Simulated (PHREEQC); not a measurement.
PHREEQC input (ion-association model, phreeqc.dat):

```
SOLUTION 1
  temp 25
  units mol/kgw
  pH 7 charge
  P 0.029
  S(6) 0.00071
SOLUTION 2
  temp 25
  units mol/kgw
  pH 7 charge
  F 0.146
  Na 0.016
END
SELECTED_OUTPUT 1
  -reset false
  -pH true
  -pe true
  -ionic_strength true
  -water true
  -totals F Na P S S(-2) S(6)
  -molalities H+ Na+ SO4-2 PO4-3 F- OH- O2 HSO4- S-2 HS-
    H2S HPO4-2 H2PO4- H3PO4 HF HF2- NaOH NaSO4- NaHPO4- NaF
PRINT
  -reset false
MIX 1
  1 1
  2 0
EQUILIBRIUM_PHASES 1
  O2(g) -0.68 10
END
# ... the last block is repeated for the other 20 points of share of solution B
```

Selected output (columns that matter, 21 of 21 rows; share of solution B added in front):

```
share of solution B	pH	mu	F	Na	P	S	m_H+	m_Na+	m_SO4-2	m_F-	m_OH-	m_HSO4-	m_H2PO4-	m_H3PO4
0	1.9405	0.013075	0	0	0.029	0.00071	0.012679	0	0.00039541	0	9.9303e-13	0.00031459	0.011574	0.017426
0.05	1.9621	0.013254	0.0073	0.0008	0.02755	0.0006745	0.012071	0.00079886	0.00038364	0.00046997	1.0442e-12	0.00028988	0.011329	0.01622
0.1	1.9835	0.013465	0.0146	0.0016	0.0261	0.000639	0.011497	0.0015974	0.00037094	0.00098151	1.0979e-12	0.00026618	0.011051	0.015048
0.15	2.0047	0.01371	0.0219	0.0024	0.02465	0.0006035	0.010957	0.0023956	0.00035727	0.001536	1.1537e-12	0.00024354	0.010737	0.013913
0.2	2.0254	0.01399	0.0292	0.0032	0.0232	0.000568	0.010454	0.0031935	0.00034258	0.0021341	1.2113e-12	0.00022199	0.010385	0.012815
0.25	2.0456	0.014306	0.0365	0.004	0.02175	0.0005325	0.0099881	0.0039909	0.00032689	0.0027756	1.2703e-12	0.00020154	0.0099922	0.011758
0.3	2.065	0.014657	0.0438	0.0048	0.0203	0.000497	0.0095591	0.0047879	0.00031018	0.0034593	1.3302e-12	0.00018221	0.0095588	0.010741
0.35	2.0837	0.015044	0.0511	0.0056	0.01885	0.0004615	0.0091667	0.0055845	0.00029249	0.0041833	1.3904e-12	0.00016396	0.0090841	0.0097658
0.4	2.1014	0.015464	0.0584	0.0064	0.0174	0.000426	0.0088099	0.0063805	0.00027386	0.0049445	1.4503e-12	0.00014677	0.0085689	0.008831
0.45	2.1181	0.015918	0.0657	0.0072	0.01595	0.0003905	0.0084873	0.0071761	0.00025433	0.0057396	1.5095e-12	0.0001306	0.0080141	0.0079358
0.5	2.1337	0.016402	0.073	0.008	0.0145	0.000355	0.008197	0.0079711	0.00023397	0.0065643	1.5673e-12	0.00011537	0.0074218	0.0070781
0.55	2.1483	0.016915	0.0803	0.0088	0.01305	0.0003195	0.0079369	0.0087656	0.00021285	0.0074144	1.6233e-12	0.00010102	0.0067941	0.0062558
0.6	2.1617	0.017456	0.0876	0.0096	0.0116	0.000284	0.0077048	0.0095596	0.00019105	0.0082854	1.6772e-12	8.7478e-05	0.0061337	0.0054662
0.65	2.174	0.01802	0.0949	0.0104	0.01015	0.0002485	0.0074983	0.010353	0.00016863	0.0091729	1.7287e-12	7.4673e-05	0.0054433	0.0047067
0.7	2.1854	0.018607	0.1022	0.0112	0.0087	0.000213	0.0073153	0.011146	0.00014567	0.010073	1.7775e-12	6.2529e-05	0.0047258	0.0039742
0.75	2.1956	0.019214	0.1095	0.012	0.00725	0.0001775	0.0071533	0.011939	0.00012224	0.010981	1.8234e-12	5.0978e-05	0.003984	0.003266
0.8	2.205	0.01984	0.1168	0.0128	0.0058	0.000142	0.0070105	0.012731	9.8396e-05	0.011895	1.8665e-12	3.9954e-05	0.0032206	0.0025793
0.85	2.2134	0.020481	0.1241	0.0136	0.00435	0.0001065	0.0068848	0.013522	7.4201e-05	0.01281	1.9066e-12	2.9396e-05	0.0024383	0.0019117
0.9	2.221	0.021138	0.1314	0.0144	0.0029	7.1e-05	0.0067745	0.014313	4.9706e-05	0.013724	1.9438e-12	1.925e-05	0.0016393	0.0012607
0.95	2.2278	0.021807	0.1387	0.0152	0.00145	3.55e-05	0.0066779	0.015104	2.4959e-05	0.014636	1.9782e-12	9.466e-06	0.00082587	0.00062411
1	2.2339	0.022488	0.146	0.016	0	0	0.0065938	0.015894	0	0.015542	2.0098e-12	0	0	0
```

Species that the database lacks are ignored.
